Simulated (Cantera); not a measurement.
**Thermodynamics of iron carbonyl, mercury and lead vapours, feed Pb + CO + H2**

A closed system holds: 1 mol Pb, 0.85 mol CO, 3.5 mol H2, equilibrated at 1648 K and 0.133 bar.

Method: chemical equilibrium by Gibbs-energy minimisation in Cantera with the NASA 1993 tables (ideal gas, pure condensed phases). Candidate condensed phases: C, C6H6, C7H8, C8H18, H2O, Pb, PbO, PbO2, Pb3O4; 113 gas species. Rates play no part.

```yaml
x(H2): 0.654
x(Pb): 0.187
x(CO): 0.159
x(H): 0.000197
x(Pb2): 5.09e-5
x(H2O): 2.83e-5
x(CH4): 2.43e-5
x(C2H2 (acetylene)): 2.97e-6
x(CO2): 2.15e-6
gas_amount: 5.350 mol
log10 activity of C(graphite) (absent): -0.50
log10 activity of Pb(l) (absent): -0.56
```
